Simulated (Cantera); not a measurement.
## Low-pressure radical oxidation in H2/O2

An isothermal, constant-pressure homogeneous reactor starts with H2 : O2 = 0.12 : 1 (molar parts), at 1473 K and 0.00276 atm.

Detailed kinetics in Cantera: GRI-Mech 3.0 (53 species, 325 reactions). Radical loss at walls, strong at low pressure, is not modelled. The temperature is held fixed by assumption; the heat of reaction is taken as removed at once.

```tsv
t (s)	x H2	x O2	x H	x H2O2	x OH
1.00e-5	0.107	0.893	1.16e-8	<1e-12	6.97e-10
2.82e-5	0.107	0.893	3.00e-8	6.39e-12	5.02e-9
7.95e-5	0.107	0.893	7.31e-8	5.04e-11	3.21e-8
0.000224	0.107	0.893	2.19e-7	3.91e-10	1.92e-7
0.000631	0.107	0.893	2.00e-6	2.92e-9	2.26e-6
0.00178	0.105	0.891	0.000594	1.49e-8	0.000689
0.00502	0.00352	0.809	0.0199	1.88e-8	0.0133
0.0141	0.00338	0.810	0.0195	1.85e-8	0.0131
0.0399	0.00332	0.812	0.0189	1.85e-8	0.0130
0.112	0.00314	0.816	0.0171	1.84e-8	0.0127
0.317	0.00268	0.828	0.0130	1.81e-8	0.0118
0.893	0.00173	0.851	0.00632	1.63e-8	0.00962
2.52	0.000612	0.874	0.00126	1.11e-8	0.00581
7.10	0.000119	0.884	0.000105	5.07e-9	0.00257
20.0	2.00e-5	0.886	7.19e-6	1.94e-9	0.00106
```
x: mole fraction; the columns are a selection and need not sum to one.

Equilibrium at this temperature and pressure: H2 2.99e-6, O2 0.887, H 4.16e-7, H2O2 9.98e-10, OH 0.000409 (gas phase only).
